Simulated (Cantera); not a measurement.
Charge: 1 mol AlCl3, 1.6 mol HCl, 87 mol N2, held at 0.100 bar.

These are equilibrium values from Cantera (NASA tables, ideal gas, pure condensed phases), not measurements of a reactor. Candidate condensed phases: Al, AlCl3, AlN, NH4Cl; 20 gas species. The tables' values for AlCl2 are old estimates; treat these amounts as uncertain. Rates play no part.

Q: At 1573 K, list the 4 most abundant gas species with their mole fractions, and the condensed phases.

A: N2 0.971, HCl 0.0177, AlCl3 0.0111, Cl 0.000218. Condensed: gas only.
